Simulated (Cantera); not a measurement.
Charge: 1 mol acetone, 0.015 mol O₂, 2.5 mol N₂, 0.058 mol H₂O, at 580 Pa.

These are equilibrium values from Cantera (NASA tables, ideal gas, pure condensed phases), not measurements of a reactor. Candidate condensed phases: C, C₆H₆, C₇H₈, C₈H₁₈, H₂O; 169 gas species. Ions and electrons are included (thermal ionisation). The feed counts by its element totals alone. Kinetics and transport are ignored.

Question: At 4227 °C, list the 5 most abundant gas species with their mole fractions, and the condensed phases.

Answer: H 0.515, N₂ 0.182, C 0.153, CO 0.0911, N 0.0504. Condensed: gas only.
